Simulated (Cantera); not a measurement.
What does this Cantera script print?

```python
import numpy as np
import cantera as ct

gas_names = """
    Br Br2 H HBr H2 Si SiBr SiBr2 SiBr3 SiBr4 SiH SiHBr3 SiH2 SiH2Br2 SiH3 SiH3Br SiH4 Si2 Si3
""".split()
cond_names = """
    Br2(cr) Br2(L) Si(cr) Si(L)
""".split()


# ... load() reads the species with a 1 bar reference pressure and builds the phases ...
atoms = {
    'Si': {'Si': 1},
    'HBr': {'H': 1, 'Br': 1},
    'H2': {'H': 2},
}
top_T = {}  # K; cautious upper limits of use, not melting points


# ... equilibrate(T, P, feed) seeds the gas with the atoms and calls Mixture.equilibrate('TP', solver="vcs", rtol=1e-11, max_steps=5000) ...
results = []
feed = {'Si': 1, 'HBr': 1.6, 'H2': 1.3}  # mol
T = 848  # K
P = 920  # Pa
mix = equilibrate(T, P, feed)
results.append((T, P, feed, dict(zip(mix.species_names, mix.species_moles))))
print(gas.report(threshold=1e-06))
for i in range(1, mix.n_phases):
    print(f"{mix.phase(i).name:16s} {mix.phase_moles(i):12.5e} mol")
```

It prints:

```
       temperature   848 K
          pressure   920 Pa
           density   0.007446 kg/m^3
  mean mol. weight   57.065 kg/kmol
   phase of matter   gas

                          1 kg             1 kmol
                     ---------------   ---------------
          enthalpy       -7.4337e+05        -4.242e+07  J
   internal energy       -8.6692e+05       -4.9471e+07  J
           entropy            4500.7        2.5683e+05  J/K
    Gibbs function         -4.56e+06       -2.6021e+08  J
 heat capacity c_p             731.8             41760  J/K
 heat capacity c_v            586.09             33445  J/K

                      mass frac. Y      mole frac. X     chem. pot. / RT
                     ---------------   ---------------   ---------------
               HBr          0.025968          0.018314           -39.161
                H2          0.029146             0.825           -21.993
             SiBr2        0.00090785        0.00027572           -59.669
             SiBr3        0.00096468        0.00020556           -87.833
             SiBr4           0.91382           0.14998              -116
            SiHBr3            0.0288         0.0061139           -98.829
           SiH2Br2        0.00038855        0.00011675           -81.661
     [  +12 minor]        1.5755e-06        8.1975e-07

Br2(L)            0.00000e+00 mol
Si(cr)            6.07027e-01 mol
```

Equilibrium computed with Cantera from the NASA thermochemical tables; the gas is ideal and each condensed phase is pure. The tables' values for SiBr3 are old estimates; treat these amounts as uncertain.
